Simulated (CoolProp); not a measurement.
Properties of R404A along the isobar 0.101 MPa.

Values from CoolProp's reference Helmholtz-energy equation of state, Lemmon 2003. It is a pseudo-pure fit of the blend.

```csv
T (K),phase,Z,viscosity (µPa s),fugacity coefficient
273.8,gas,0.9771,11.3,0.9776
292.7,gas,0.9821,12.0,0.9824
311.5,gas,0.9857,12.7,0.9859
330.4,gas,0.9884,13.5,0.9885
349.2,gas,0.9905,14.2,0.9906
368.1,gas,0.9921,14.9,0.9922
386.9,gas,0.9934,15.6,0.9934
405.8,gas,0.9945,16.4,0.9945
424.6,gas,0.9953,17.1,0.9953
443.5,gas,0.9960,17.9,0.9960
462.3,gas,0.9966,18.6,0.9966
481.2,gas,0.9971,19.4,0.9971
500,gas,0.9975,20.1,0.9976
```

Viscosity comes from a separate model (Geller 2000).
